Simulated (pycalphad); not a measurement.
Effect of Fe content in Al-Fe-Si

All values are pycalphad results on the COST 507 light-alloy database (1999) (1 atm), not direct measurements. The database dates from 1999; later assessments differ in places, in temperatures and in the compounds included. Amounts are mole fractions of atoms.

```
alloy                    liquidus (°C)  first solid  solidus (°C)                               phases at 457 °C
-----------------------  -------------  -----------  ------------  ---------------------------------------------
Al-0.08Fe-7.69Si (at.%)            609          fcc           576  fcc 0.92, diamond (Si) 0.07, ALFESI_BETA 0.01
Al-0.16Fe-7.69Si (at.%)            609          fcc           576  fcc 0.92, diamond (Si) 0.07, ALFESI_BETA 0.01
Al-0.32Fe-7.69Si (at.%)            608          fcc           576  fcc 0.91, diamond (Si) 0.07, ALFESI_BETA 0.02
Al-1.28Fe-7.69Si (at.%)            655  ALFESI_BETA           576  fcc 0.85, ALFESI_BETA 0.09, diamond (Si) 0.06
```

Database names, with the compositions (at.%) that they take in these runs: ALFESI_BETA: Al 70 Fe 15 Si 15.
